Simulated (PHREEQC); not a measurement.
A solution holds 0.002 mol/kgw CuCl2, 0.00029 mol/kgw H2SO4 and 0.0025 mol/kgw NaCl, at 18 °C. Closed to the air; pH follows from the charge balance.

The numbers come from PHREEQC with the ion-association model, phreeqc.dat.

Each row changes one thing in this solution. This is a speciation only: nothing precipitates in the calculation.

| case | pH | SO4-2 (mol/kgw) | CuSO4 (mol/kgw) | CuCl+ (mol/kgw) | HSO4- (mol/kgw) | NaSO4- (mol/kgw) | SI of Halite (NaCl) |
|---|---|---|---|---|---|---|---|
| as made | 3.28 | 0.000238 | 4.20e-5 | 1.64e-5 | 7.87e-6 | 1.94e-6 | -6.44 |
| 3e-05 mol/kgw CO2 added | 3.28 | 0.000238 | 4.20e-5 | 1.64e-5 | 7.87e-6 | 1.94e-6 | -6.44 |
| diluted 10-fold with water | 4.25 | 2.80e-5 | 8.28e-7 | 2.14e-7 | 1.19e-7 | 2.93e-8 | -8.38 |
| temperature from 18 to 60 °C | 3.29 | 0.000222 | 4.63e-5 | 9.92e-5 | 1.92e-5 | 2.25e-6 | -6.48 |
| CuCl2 from 0.002 to 0.0018 mol/kgw | 3.28 | 0.000241 | 3.90e-5 | 1.40e-5 | 8.04e-6 | 1.98e-6 | -6.47 |
| diluted 5-fold with water | 3.96 | 5.46e-5 | 2.89e-6 | 8.11e-7 | 4.40e-7 | 1.08e-7 | -7.79 |

Constants without temperature data keep their 25 °C values here.
